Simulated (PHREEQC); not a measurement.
Consider water at 25 °C with 0.0046 mol HF, 0.21 mol NaF and 0.03 mol CO2 per kg of water. Closed to the air; pH follows from the charge balance.

Computed with PHREEQC (ion-association model, phreeqc.dat).

Precipitation was switched off in this run.

### Question
Estimate the pH, ionic strength, specific conductance.

### Answer
pH 4.78; ionic strength 0.199 mol/kgw; specific conductance 16300 µS/cm.

### Question
In which forms is F present?

### Answer
F- 91 %, NaF 5.3 %, HF2- 2.3 %, HF 1.5 % of the F.
